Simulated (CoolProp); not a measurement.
Computed with CoolProp (reference Helmholtz-energy equation of state, Gao 2022).

Question: Give the vapour pressure (bar), vapour density (kg/m³), liquid cp (kJ/(kg K)) of saturated n-perfluorohexane at -14.95, -1.75 °C.

Answer: 
```csv
T (°C),p (bar),vapour density (kg/m³),liquid cp (kJ/(kg K))
-14.95,0.0359,0.568,0.984
-1.75,0.0785,1.19,1.01
```
